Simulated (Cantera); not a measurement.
An adiabatic, constant-pressure homogeneous reactor starts with CO : H₂ : CH₄ : O₂ : N₂ = 1 : 0.35 : 1.1 : 1.69 : 6.36 (molar parts), equivalence ratio 1.7, at 973 K and 1.40 bar.

Detailed kinetics in Cantera: GRI-Mech 3.0 (53 species, 325 reactions). Below about 1000 K GRI-Mech 3.0 lacks low-temperature oxidation paths.

### Question
Predict: time of steepest temperature rise; temperature at 0.400 s; equilibrium temperature; x(CO) at 0.400 s; x(H₂) at 0.400 s; x(O) at 0.400 s.

### Answer
| Quantity | Result |
|---|---|
| time of steepest temperature rise | 46.3 ms |
| temperature at 0.400 s | 2386 K |
| equilibrium temperature | 2386 K |
| x(CO) at 0.400 s | 0.140 (gas-phase equilibrium 0.140) |
| x(H₂) at 0.400 s | 0.0738 (gas-phase equilibrium 0.0738) |
| x(O) at 0.400 s | 4.08e-5 (gas-phase equilibrium 4.08e-5) |
